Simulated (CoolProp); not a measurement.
Model: reference Helmholtz-energy equation of state, Lemmon 2006, in CoolProp. It is a short technical equation, of lower accuracy than the large ones.

Question: For acetone, give the phase and the cv (kJ/(kg K)), speed of sound (m/s), isothermal compressibility (1/MPa), fugacity coefficient at 403.3 K and 20.8 MPa; 533.7 K and 20.8 MPa.

Answer: 
- 403.3 K and 20.8 MPa: liquid; cv 1.75, speed of sound 903, isothermal compressibility 0.00239, fugacity coefficient 0.0519
- 533.7 K and 20.8 MPa: supercritical; cv 2.03, speed of sound 524, isothermal compressibility 0.00943, fugacity coefficient 0.275
